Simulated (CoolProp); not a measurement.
The numbers come from the reference Helmholtz-energy equation of state, Wu 2011 in CoolProp.

Problem. For dimethyl ether, give the phase and the cv (kJ/(kg K)), isothermal compressibility (1/MPa) at 51.45 °C and 396 kPa; 83.95 °C and 715 kPa; 156.25 °C and 10200 kPa.

Solution. 
- 51.45 °C and 396 kPa: gas; cv 1.38, isothermal compressibility 2.68
- 83.95 °C and 715 kPa: gas; cv 1.48, isothermal compressibility 1.52
- 156.25 °C and 10200 kPa: supercritical; cv 1.92, isothermal compressibility 0.0748
